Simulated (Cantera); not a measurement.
# Low-pressure radical oxidation in H2/O2

An isothermal, constant-pressure homogeneous reactor starts with 8.09 % H2, 91.9 % O2, equivalence ratio 0.044, at 1050 K and 0.0132 atm.

Computed with Cantera and GRI-Mech 3.0 (53 species, 325 reactions). Radical loss at walls, strong at low pressure, is not modelled. The temperature is held fixed by assumption; the heat of reaction is taken as removed at once.

```csv
t (s),x H2,x O2,x HO2,x H2O,x H,x O
2.00e-6,0.0809,0.919,5.30e-12,<1e-12,5.25e-12,<1e-12
8.60e-6,0.0809,0.919,2.28e-11,<1e-12,2.19e-11,<1e-12
3.69e-5,0.0809,0.919,9.81e-11,3.37e-12,8.55e-11,1.56e-11
0.000159,0.0809,0.919,4.23e-10,1.71e-10,3.57e-10,2.32e-10
0.000682,0.0809,0.919,1.92e-9,1.30e-8,6.88e-9,7.86e-9
0.00293,0.0793,0.918,3.96e-6,0.00119,0.000545,0.000627
0.0126,0.00138,0.890,7.54e-6,0.0755,0.00934,0.0211
0.0541,0.000177,0.913,4.27e-6,0.0833,0.000398,0.00271
0.233,9.31e-6,0.915,8.34e-7,0.0842,5.11e-6,0.000150
1.00,6.58e-7,0.916,1.04e-7,0.0843,1.11e-7,1.16e-5
```
x: mole fraction; the columns are a selection and need not sum to one.

Equilibrium at this temperature and pressure: H2 2.78e-10, O2 0.916, HO2 1.88e-9, H2O 0.0843, H 1.18e-12, O 5.58e-9 (gas phase only).
